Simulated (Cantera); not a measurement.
Predominance diagram of Mg at 1227 °C against the partial pressures of O2 and SO2 (log10, bar). Standard-state values (1 bar) from the NASA 1993 polynomials, evaluated with Cantera. Candidates: Mg(l), MgO(s), MgS(s), MgSO4(l). Only these pure phases compete in this equilibrium. 

```
log p(SO2) \ log p(O2)
        columns: -27, -25.5, -24, -22.5, -21, -19.5, -18, -16.5, -15, -13.5, -12, -10.5, -9, -7.5, -6, -4.5, -3, -1.5, 0
      0  A A A A A A A A A A A A B B B B B B B
   -1.3  A A A A A A A A A A A B B B B B B B B
   -2.5  A A A A A A A A A A A B B B B B B B B
   -3.8  A A A A A A A A A A B B B B B B B B B
   -5.1  A A A A A A A A A C B B B B B B B B B
   -6.4  A A A A A A A A C B B B B B B B B B B
   -7.6  A A A A A A A C C B B B B B B B B B B
   -8.9  A A A A A A C C B B B B B B B B B B B
  -10.2  A A A A A A C B B B B B B B B B B B B
  -11.5  A A A A A C C B B B B B B B B B B B B
  -12.7  A A A A C C B B B B B B B B B B B B B
    -14  A A A C C C B B B B B B B B B B B B B
```

A: out of reach (another gas would pass 10 bar, or a non-metal would condense); B: MgO(s); C: MgS(s).
